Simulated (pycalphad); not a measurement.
CALPHAD calculation (pycalphad, COST 507 light-alloy database (1999)), 1 atm. The data set is of 1999 and partly superseded.

**Question.** How does the equilibrium phase assembly of Al-1.8Si-0.99Mn (at.%) change on cooling from 1850 K to 500 K?

**Answer.** 
```tsv
T (K)	phases above	phases below
941.7	LIQUID	ALMNSI_ALPHA + LIQUID
921.7	ALMNSI_ALPHA + LIQUID	ALMNSI_ALPHA + FCC_A1 + LIQUID
865.2	ALMNSI_ALPHA + FCC_A1 + LIQUID	ALMNSI_ALPHA + FCC_A1
819.5	ALMNSI_ALPHA + FCC_A1	ALMNSI_ALPHA + DIAMOND_A4 + FCC_A1
```
Changes were sought between steps of 25 K, so a narrower field can be missed.

Database names, with the compositions (at.%) that they take in these runs: ALMNSI_ALPHA: Al 70-73 Mn 17 Si 10-13. FCC_A1 is fcc; DIAMOND_A4 is diamond (Si).
